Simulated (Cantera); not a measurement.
# trisilylamine + NH3 + H2 (silicon nitride deposition)

Input: 1 mol trisilylamine, 12 mol NH3, 17 mol H2, held at 0.210 bar.

Cantera equilibrium calculation (NASA polynomials, part measured and part estimated; ideal gas, pure solids and liquids). Candidate condensed phases: Si, Si3N4; 18 gas species. The feed counts by its element totals alone. Mutual solubility and eutectic melting of coexisting phases are not modelled. Gases not in the tables: Si2H6 and higher silanes. Rates play no part.

From 1325 K to 1825 K the condensed part is Si3N4(s). At 1875 K the condensed part is Si(l) + Si3N4(s).

```csv
T (K),x H2,x N2,x H,x Si,x SiH2,n Si3N4(s),n Si(l)
1325,0.898,0.102,3.38e-6,<1e-12,1.31e-10,1.00,0
1375,0.898,0.102,7.08e-6,5.52e-12,6.55e-10,1.00,0
1425,0.898,0.102,1.41e-5,4.61e-11,2.92e-9,1.00,0
1475,0.898,0.102,2.68e-5,3.33e-10,1.18e-8,1.00,0
1525,0.898,0.102,4.89e-5,2.10e-9,4.32e-8,1.000,0
1575,0.898,0.102,8.59e-5,1.18e-8,1.46e-7,1.000,0
1625,0.898,0.102,0.000146,5.96e-8,4.56e-7,1.000,0
1675,0.897,0.102,0.000240,2.72e-7,1.33e-6,1.000,0
1725,0.897,0.102,0.000384,1.14e-6,3.64e-6,1.000,0
1775,0.897,0.102,0.000598,4.38e-6,9.41e-6,1.000,0
1825,0.897,0.102,0.000910,1.56e-5,2.30e-5,0.999,0
1875,0.863,0.136,0.00133,4.31e-5,4.29e-5,0.151,2.54
```
x: gas mole fraction; n: condensed amount in mol.
